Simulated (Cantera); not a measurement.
What does this Cantera script print?

```python
import numpy as np
import cantera as ct

gas = ct.Solution("gri30.yaml")
gas.TPX = 1350, 89000, {'CO': 1, 'H2': 0.069, 'O2': 0.775, 'N2': 2.91}
reactor = ct.IdealGasConstPressureReactor(gas, energy="on", clone=False)
net = ct.ReactorNet([reactor])
net.rtol, net.atol = 1e-08, 1e-16
show = ['CO', 'H2', 'O2', 'HO2', 'OH']
times = np.geomspace(4e-06, 0.3, 10)

steps = ct.SolutionArray(gas, extra=["t"])
rows = []
print(f"{'t/s':>10s}{'T/K':>9s}{'P/Pa':>11s}" + "".join(f"{s:>11s}" for s in show))
for t in times:
    while net.time < t:
        t_next = net.step()
        steps.append(gas.state, t=t_next)
    rows.append([np.interp(t, steps.t, y) for y in (steps.T, steps.P, *steps(*show).X.T)])
    print(f"{t:10.3e}{rows[-1][0]:9.1f}{rows[-1][1]:11.4g}" + "".join(f"{x:11.3e}" for x in rows[-1][2:]))
rate = np.gradient(steps.T, steps.t)
print("integrator steps:", len(steps.t))
if steps.T.max() > steps.T[0] + 200:
    print(f"time of steepest temperature rise: {steps.t[rate.argmax()]:.4e} s")
gas.TPX = 1350, 89000, {'CO': 1, 'H2': 0.069, 'O2': 0.775, 'N2': 2.91}
gas.equilibrate("HP")
print(f"equilibrium (HP): T = {gas.T:.1f} K  " + "  ".join(f"{s} {gas[s].X[0]:.3e}" for s in show))
```

It prints:

```
       t/s      T/K       P/Pa         CO         H2         O2        HO2         OH
 4.000e-06   1350.0    8.9e+04  2.103e-01  1.451e-02  1.630e-01  7.716e-09  1.151e-08
 1.392e-05   1350.0    8.9e+04  2.103e-01  1.451e-02  1.630e-01  5.992e-08  1.891e-07
 4.846e-05   1351.4    8.9e+04  2.098e-01  1.382e-02  1.621e-01  2.564e-05  2.125e-04
 1.687e-04   1818.8    8.9e+04  1.120e-01  1.057e-03  9.030e-02  8.917e-06  4.302e-03
 5.872e-04   2303.8    8.9e+04  7.901e-02  8.940e-04  8.355e-02  2.777e-06  6.494e-03
 2.044e-03   2578.7    8.9e+04  5.311e-02  5.476e-04  7.502e-02  2.600e-06  5.912e-03
 7.114e-03   2612.5    8.9e+04  4.802e-02  4.925e-04  6.992e-02  2.800e-06  5.538e-03
 2.476e-02   2608.1    8.9e+04  4.764e-02  4.912e-04  6.776e-02  2.716e-06  5.430e-03
 8.619e-02   2608.0    8.9e+04  4.763e-02  4.912e-04  6.770e-02  2.714e-06  5.427e-03
 3.000e-01   2608.0    8.9e+04  4.763e-02  4.912e-04  6.770e-02  2.714e-06  5.427e-03
integrator steps: 1285
time of steepest temperature rise: 7.6877e-05 s
equilibrium (HP): T = 2608.0 K  CO 4.763e-02  H2 4.912e-04  O2 6.770e-02  HO2 2.714e-06  OH 5.427e-03
```

Computed with Cantera and GRI-Mech 3.0 (53 species, 325 reactions).
